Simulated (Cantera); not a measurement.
## Iron carbonyl, mercury and lead vapours: Fe(CO)₅ + N₂

Charge: 1 mol Fe(CO)₅, 74 mol N₂, held at 1450 K.

Method: chemical equilibrium by Gibbs-energy minimisation in Cantera with the NASA 1993 tables (ideal gas, pure condensed phases). Candidate condensed phases: C, Fe, Fe(CO)₅, FeO, Fe₂O₃, Fe₃O₄; 27 gas species. Iron dissolves carbon and melts from about 1420 K in contact with it, which pure phases cannot show. Condensed phases not in the tables: cementite and carbon dissolved in iron. Rates play no part.

From 0.000100 bar to 1.50 bar the condensed part is Fe(γ). At 10.0 bar the condensed part is C(graphite) + Fe(γ).

| P (Pa) | x N₂ | x CO | x Fe | x CO₂ | x C₂N₂ | n Fe(γ) | n C(graphite) |
|---|---|---|---|---|---|---|---|
| 10 | 0.936 | 0.0633 | 0.000499 | 1.22e-9 | 1.61e-10 | 0.961 | 0 |
| 68 | 0.937 | 0.0633 | 7.34e-5 | 3.16e-9 | 1.12e-9 | 0.994 | 0 |
| 460 | 0.937 | 0.0633 | 1.08e-5 | 1.93e-8 | 1.37e-9 | 0.999 | 0 |
| 3200 | 0.937 | 0.0633 | 1.56e-6 | 1.34e-7 | 1.37e-9 | 1.000 | 0 |
| 22000 | 0.937 | 0.0633 | 2.27e-7 | 9.24e-7 | 1.37e-9 | 1.000 | 0 |
| 150000 | 0.937 | 0.0633 | 3.33e-8 | 6.30e-6 | 1.37e-9 | 1.000 | 0 |
| 1000000 | 0.937 | 0.0632 | 4.99e-9 | 4.19e-5 | 1.37e-9 | 1.00 | 0.00331 |
x: gas mole fraction; n: condensed amount in mol.
